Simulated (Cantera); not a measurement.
Feed: 1 mol CH3Cl, 0.59 mol F2, 0.63 mol H2, 0.063 mol HCl, held at 51.0 mbar.

Cantera equilibrium calculation (NASA polynomials, part measured and part estimated; ideal gas, pure solids and liquids). Candidate condensed phases: C, C6H6, C7H8, C8H18; 118 gas species. Rates play no part. All values below are at 2450 K.

Base state: HF 0.345, H2 0.294, HCl 0.278, H 0.0482, Cl 0.0324, C2H2 (acetylene) 0.00256, F 0.000104, C2H 2.71e-5 (mole fractions); condensed: C(graphite).

### Question
What changes in the equilibrium state with this change: pressure from 51.0 mbar to 16.0 mbar?

### Answer
| species | before | after |
|---|---|---|
| HF | 0.345 | 0.335 |
| H2 | 0.294 | 0.277 |
| HCl | 0.278 | 0.248 |
| H | 0.0482 | 0.0837 |
| Cl | 0.0324 | 0.0532 |
| C3 | 4.40e-6 | 1.40e-5 |
| F | 0.000104 | 0.000185 |
| C2H | 2.71e-5 | 4.70e-5 |
| C2HCl | 2.56e-5 | 2.29e-5 |
| C(graphite), mol | 0.982 | 0.982 |

### Question
What changes in the equilibrium state with this change: H2 from 0.63 to 5.5 mol?

### Answer
```json
[
 {"species": "H2", "before": "0.294", "after": "0.658"},
 {"species": "HF", "before": "0.345", "after": "0.139"},
 {"species": "HCl", "before": "0.278", "after": "0.116"},
 {"species": "Cl", "before": "0.0324", "after": "0.00903"},
 {"species": "H", "before": "0.0482", "after": "0.0722"},
 {"species": "F", "before": "0.000104", "after": "2.79e-5"},
 {"species": "C2HCl", "before": "2.56e-5", "after": "1.07e-5"},
 {"species": "C(graphite), mol", "before": "0.982", "after": "0.901"}
]
```
